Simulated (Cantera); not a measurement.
Charge: 1 mol S, 0.83 mol O₂, held at 800 K and 0.100 bar.

Cantera equilibrium calculation (NASA polynomials, part measured and part estimated; ideal gas, pure solids and liquids). Gases not in the tables: S₃ to S₇. The numbers say what is thermodynamically allowed, not how fast it happens.

| species | before | after |
|---|---|---|
| SO₂ | 0.906 | 0.767 |
| SO | 1.57e-6 | 0.182 |
| S₂ | 0.0887 | 0.0357 |
| S | <1e-9 | 0.0119 |
| O₂ | <1e-9 | 0.000620 |
| O | <1e-9 | 0.000452 |
| S₈ | 1.32e-5 | <1e-9 |
| SO₃ | 3.86e-9 | 1.56e-5 |
| S₂O | 0.00570 | 0.00179 |
Gas species are given as mole fractions.

Name the change that produced these shifts.
(A) pressure from 0.100 bar to 4.60 bar
(B) O₂ from 0.83 to 0.13 mol
(C) temperature from 800 K to 2325 K
(D) pressure from 0.100 bar to 1.33 mbar

C, temperature from 800 K to 2325 K
